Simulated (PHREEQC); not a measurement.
# Leach liquor

Dissolve 0.14 mol H2SO4 and 0.00042 mol Al2(SO4)3 per kg of water at 25 °C. Closed to the air; pH follows from the charge balance.

All values are PHREEQC results (ion-association model, wateq4f.dat), not measurements.

No solid was allowed to form.

What pH, ionic strength does the model give?

pH 0.89; ionic strength 0.187 mol/kgw.

In which forms is S present?

HSO4- 83 %, SO4-2 16 % of the S.

Species that the database lacks are ignored.
